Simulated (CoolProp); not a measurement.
Vapour-liquid equilibrium of dimethyl carbonate (1) + n-heptane (2) at 12.4 bar; x and y are mole fractions of (1).

Model: multi-fluid Helmholtz-energy mixture model, Zhou 2011 and Span 2003; pair parameters Bell 2016, in CoolProp.

| x | bubble temperature, mixture model (°C) | bubble temperature, Raoult's law (°C) | y, mixture model | y, Raoult's law |
|---|---|---|---|---|
| 0.05 | 209.2 | 212.9 | 0.097 | 0.068 |
| 0.2 | 198.6 | 209.6 | 0.318 | 0.256 |
| 0.35 | 192.6 | 206.5 | 0.462 | 0.426 |
| 0.5 | 189.6 | 203.7 | 0.567 | 0.579 |
| 0.65 | 188.5 | 201.0 | 0.658 | 0.718 |
| 0.8 | 189.2 | 198.5 | 0.762 | 0.846 |
| 0.95 | 192.9 | 196.1 | 0.920 | 0.963 |

The largest gap from Raoult's law is -14.1 K in bubble temperature, at x = 0.5. y crosses x between x = 0.65 and 0.8: the model has an azeotrope there.

The pair parameters rest on a limited set of measurements; away from them the model extrapolates.
